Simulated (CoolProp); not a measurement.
A single-stage vapour-compression cycle with the fluid: evaporating at 240.15 K (dew point), condensing at 308.15 K (bubble point), superheat 2 K, subcooling 2 K, compressor efficiency 0.85, no pressure losses. The same conditions are run with several fluids, on thermodynamics alone (safety and materials aside).

Model: reference Helmholtz-energy equation of state of each fluid (CH3F (R41): Lemmon 2006; R142b: Lemmon 2006; R410A: Lemmon 2003; R134a: Tillner-Roth 1994; propylene: Lemmon 2013; C3F8 (R218): Lemmon 2006), in CoolProp. Blends and air are pseudo-pure fits.

### Question
Rank CH3F (R41), R142b, R410A, R134a, propylene, C3F8 (R218) by cooling COP, highest first.

### Answer
R142b (2.30), R134a (2.17), propylene (2.15), R410A (2.06), CH3F (R41) (1.75), C3F8 (R218) (1.35)

| fluid | pressure ratio | discharge temperature (K) | refrigerating effect (kJ/kg) | volumetric capacity (kJ/m³) |
|---|---|---|---|---|
| CH3F (R41) | 6.51 | 385.9 | 238 | 3470 |
| R142b | 13.2 | 333.2 | 155 | 271 |
| R410A | 9.03 | 355.4 | 157 | 1450 |
| R134a | 12.1 | 331.5 | 134 | 512 |
| propylene | 7.80 | 339.6 | 262 | 1090 |
| C3F8 (R218) | 9.39 | 308.1 | 33.9 | 403 |

The compression ends wet for: C3F8 (R218).
